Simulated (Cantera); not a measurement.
## Adiabatic ignition

An adiabatic, constant-volume homogeneous reactor starts with 7.58 % CH₄, 2.27 % CO, 18.9 % O₂, 71.2 % N₂, equivalence ratio 0.86, at 1800 K and 760 Torr.

Computed with Cantera and GRI-Mech 3.0 (53 species, 325 reactions).

```json
[
 {"t (s)": "8.00e-6", "T (K)": "1800", "P (bar)": "1.01", "x CH₄": "0.0757", "x CO": "0.0227", "x O₂": "0.189", "x HO₂": "7.64e-6", "x CO₂": "2.55e-6", "x CH₂CO": "1.55e-9", "x NO": "2.85e-12"},
 {"t (s)": "2.01e-5", "T (K)": "1799", "P (bar)": "1.01", "x CH₄": "0.0754", "x CO": "0.0227", "x O₂": "0.189", "x HO₂": "1.58e-5", "x CO₂": "1.08e-5", "x CH₂CO": "1.27e-8", "x NO": "1.19e-11"},
 {"t (s)": "5.04e-5", "T (K)": "1801", "P (bar)": "1.01", "x CH₄": "0.0738", "x CO": "0.0228", "x O₂": "0.188", "x HO₂": "4.31e-5", "x CO₂": "6.65e-5", "x CH₂CO": "5.06e-7", "x NO": "8.40e-11"},
 {"t (s)": "0.000127", "T (K)": "2790", "P (bar)": "1.66", "x CH₄": "<1e-12", "x CO": "0.0507", "x O₂": "0.0462", "x HO₂": "9.94e-6", "x CO₂": "0.0424", "x CH₂CO": "<1e-12", "x NO": "0.000500"},
 {"t (s)": "0.000318", "T (K)": "2939", "P (bar)": "1.73", "x CH₄": "<1e-12", "x CO": "0.0471", "x O₂": "0.0415", "x HO₂": "1.34e-5", "x CO₂": "0.0471", "x CH₂CO": "<1e-12", "x NO": "0.00734"},
 {"t (s)": "0.000798", "T (K)": "2931", "P (bar)": "1.72", "x CH₄": "<1e-12", "x CO": "0.0472", "x O₂": "0.0385", "x HO₂": "1.25e-5", "x CO₂": "0.0471", "x CH₂CO": "<1e-12", "x NO": "0.0152"},
 {"t (s)": "0.00200", "T (K)": "2929", "P (bar)": "1.72", "x CH₄": "<1e-12", "x CO": "0.0472", "x O₂": "0.0377", "x HO₂": "1.23e-5", "x CO₂": "0.0471", "x CH₂CO": "<1e-12", "x NO": "0.0171"},
 {"t (s)": "0.00503", "T (K)": "2929", "P (bar)": "1.72", "x CH₄": "<1e-12", "x CO": "0.0472", "x O₂": "0.0377", "x HO₂": "1.23e-5", "x CO₂": "0.0471", "x CH₂CO": "<1e-12", "x NO": "0.0172"},
 {"t (s)": "0.0126", "T (K)": "2929", "P (bar)": "1.72", "x CH₄": "<1e-12", "x CO": "0.0472", "x O₂": "0.0377", "x HO₂": "1.23e-5", "x CO₂": "0.0471", "x CH₂CO": "<1e-12", "x NO": "0.0172"},
 {"t (s)": "0.0317", "T (K)": "2929", "P (bar)": "1.72", "x CH₄": "<1e-12", "x CO": "0.0472", "x O₂": "0.0377", "x HO₂": "1.23e-5", "x CO₂": "0.0471", "x CH₂CO": "<1e-12", "x NO": "0.0172"},
 {"t (s)": "0.0797", "T (K)": "2929", "P (bar)": "1.72", "x CH₄": "<1e-12", "x CO": "0.0472", "x O₂": "0.0377", "x HO₂": "1.23e-5", "x CO₂": "0.0471", "x CH₂CO": "<1e-12", "x NO": "0.0172"},
 {"t (s)": "0.200", "T (K)": "2929", "P (bar)": "1.72", "x CH₄": "<1e-12", "x CO": "0.0472", "x O₂": "0.0377", "x HO₂": "1.23e-5", "x CO₂": "0.0471", "x CH₂CO": "<1e-12", "x NO": "0.0172"}
]
```
x: mole fraction; the columns are a selection and need not sum to one.

| Item | Value |
|---|---|
| time of steepest temperature rise | 0.105 ms |
| temperature at 0.200 s | 2929 K |
| equilibrium temperature | 2929 K |
| x(CH₄) at 0.200 s | <1e-12 (gas-phase equilibrium <1e-12) |
| x(CO) at 0.200 s | 0.0472 (gas-phase equilibrium 0.0472) |
| x(O₂) at 0.200 s | 0.0377 (gas-phase equilibrium 0.0377) |
